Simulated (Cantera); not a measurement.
Thermodynamics of abatement and gas-phase synthesis, feed SO2 + H2O + H2

A closed system holds: 1 mol SO2, 1.4 mol H2O, 3.7 mol H2, held at 1902 °C.

Method: chemical equilibrium by Gibbs-energy minimisation in Cantera with the NASA 1993 tables (ideal gas, pure condensed phases). Candidate condensed phases: H2O, H2SO4, S; 19 gas species. The ideal-gas law is rough above about 30 bar. Kinetics and transport are ignored.

From 10.0 Pa to 300 bar nothing is condensed.

```json
[
 {"P (Pa)": "10", "x H2O": "0.228", "x H2": "0.315", "x H": "0.274", "x H2S": "2.01e-5", "x SO2": "0.0625", "x SO": "0.0566", "x S2": "0.000281", "x OH": "0.0266", "x O": "0.0162", "x S": "0.0153", "x SH": "0.000960"},
 {"P (Pa)": "52", "x H2O": "0.298", "x H2": "0.399", "x H": "0.135", "x H2S": "0.000138", "x SO2": "0.0690", "x SO": "0.0607", "x S2": "0.00158", "x OH": "0.0135", "x O": "0.00322", "x S": "0.0159", "x SH": "0.00257"},
 {"P (Pa)": "280", "x H2O": "0.342", "x H2": "0.436", "x H": "0.0609", "x H2S": "0.000727", "x SO2": "0.0684", "x SO": "0.0572", "x S2": "0.00683", "x OH": "0.00642", "x O": "0.000628", "x S": "0.0143", "x SH": "0.00558"},
 {"P (Pa)": "1400", "x H2O": "0.387", "x H2": "0.434", "x H": "0.0272", "x H2S": "0.00257", "x SO2": "0.0628", "x SO": "0.0462", "x S2": "0.0173", "x OH": "0.00325", "x O": "0.000143", "x S": "0.0101", "x SH": "0.00885"},
 {"P (Pa)": "7600", "x H2O": "0.440", "x H2": "0.408", "x H": "0.0113", "x H2S": "0.00746", "x SO2": "0.0523", "x SO": "0.0318", "x S2": "0.0303", "x OH": "0.00164", "x O": "3.18e-5", "x S": "0.00577", "x SH": "0.0114"},
 {"P (Pa)": "40000", "x H2O": "0.491", "x H2": "0.370", "x H": "0.00469", "x H2S": "0.0179", "x SO2": "0.0398", "x SO": "0.0196", "x S2": "0.0401", "x OH": "0.000837", "x O": "7.45e-6", "x S": "0.00289", "x SH": "0.0124"},
 {"P (Pa)": "210000", "x H2O": "0.538", "x H2": "0.326", "x H": "0.00192", "x H2S": "0.0375", "x SO2": "0.0278", "x SO": "0.0111", "x S2": "0.0433", "x OH": "0.000426", "x O": "1.76e-6", "x S": "0.00131", "x SH": "0.0121"},
 {"P (Pa)": "1100000", "x H2O": "0.577", "x H2": "0.279", "x H": "0.000777", "x H2S": "0.0689", "x SO2": "0.0181", "x SO": "0.00572", "x S2": "0.0384", "x OH": "0.000216", "x O": "4.23e-7", "x S": "0.000539", "x SH": "0.0106"},
 {"P (Pa)": "5700000", "x H2O": "0.610", "x H2": "0.230", "x H": "0.000310", "x H2S": "0.109", "x SO2": "0.0109", "x SO": "0.00270", "x S2": "0.0271", "x OH": "0.000110", "x O": "1.04e-7", "x S": "0.000199", "x SH": "0.00807"},
 {"P (Pa)": "30000000", "x H2O": "0.637", "x H2": "0.187", "x H": "0.000122", "x H2S": "0.149", "x SO2": "0.00576", "x SO": "0.00111", "x S2": "0.0145", "x OH": "5.58e-5", "x O": "2.55e-8", "x S": "6.35e-5", "x SH": "0.00532"}
]
```
x: gas mole fraction; nothing condenses.
